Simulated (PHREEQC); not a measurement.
Consider water at 30 °C with 0.0011 mol/kgw HF, 0.0092 mol/kgw KF and 0.00013 mol/kgw H2SiF6. Closed to the air; pH follows from the charge balance.

All values are PHREEQC results (ion-association model, phreeqc.dat), not measurements.

Precipitation was switched off in this run.

What pH, specific conductance does the model give?

pH 4.03; specific conductance 1260 µS/cm.

In which forms is F present?

F- 81 %, HF 11 %, SiF6-2 6.8 %, HF2- 0.8 % of the F.

Species that the database lacks are ignored. SiF6-2 is the database's only silicon fluoride.
